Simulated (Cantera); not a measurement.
A Cantera script and what it prints.

```python
import numpy as np
import cantera as ct

gas_names = """
    CL CL2 H HCL H2 Si SiCL SiCL2 SiCL3 SiCL4 SiH SiHCL3 SiH2 SiH2CL2 SiH3 SiH3CL SiH4 Si2 Si3
""".split()
cond_names = """
    Si(cr) Si(L)
""".split()


# ... load() reads the species with a 1 bar reference pressure and builds the phases ...
atoms = {
    'SiCl4': {'Si': 1, 'CL': 4},
    'HCl': {'H': 1, 'CL': 1},
    'H2': {'H': 2},
    'Cl2': {'CL': 2},
}
top_T = {}  # K; cautious upper limits of use, not melting points


# ... equilibrate(T, P, feed) seeds the gas with the atoms and calls Mixture.equilibrate('TP', solver="vcs", rtol=1e-11, max_steps=5000) ...
results = []
feed = {'SiCl4': 1, 'HCl': 3.6, 'H2': 1.1, 'Cl2': 0.68}  # mol
P = 2500000  # Pa
for T in [573, 773, 973, 1173, 1373, 1573, 1773]:
    mix = equilibrate(T, P, feed)
    results.append((T, P, feed, dict(zip(mix.species_names, mix.species_moles))))

top = {s: max(r[3][s] / sum(r[3][g] for g in gas_names) for r in results) for s in gas_names}
cols = sorted((s for s in top if top[s] > 1e-06), key=lambda s: -top[s])[:6]
seen = [c for c in cond_names if any(r[3].get(c, 0) > 1e-12 for r in results)]
print("log10 of partial pressures in bar; condensed amounts in mol")
print(f"{'T/K':>10s}" + "".join(f"{s[:9]:>10s}" for s in cols + seen))
for T, P, feed, n in results:
    ng = sum(n[g] for g in gas_names)
    print(f"{T:10.4g}" + "".join(f"{np.log10(max(n[s] / ng * P / 1e5, 1e-99)):10.3f}" for s in cols)
          + "".join(f"{n.get(c, 0):10.4g}" for c in seen))
```

Result:

```
log10 of partial pressures in bar; condensed amounts in mol
       T/K       HCL     SiCL4        H2     SiCL3    SiHCL3     SiCL2
       573     1.289     0.593     0.216   -11.377    -5.330   -19.991
       773     1.289     0.593     0.216    -7.193    -3.680   -12.818
       973     1.289     0.593     0.216    -4.753    -2.730    -8.641
      1173     1.289     0.592     0.214    -3.160    -2.115    -5.919
      1373     1.289     0.590     0.210    -2.045    -1.689    -4.015
      1573     1.290     0.581     0.196    -1.233    -1.390    -2.628
      1773     1.294     0.554     0.158    -0.646    -1.211    -1.616
```

Equilibrium computed with Cantera from the NASA thermochemical tables; the gas is ideal and each condensed phase is pure. The tables' values for SiCl3 are old estimates; treat these amounts as uncertain.
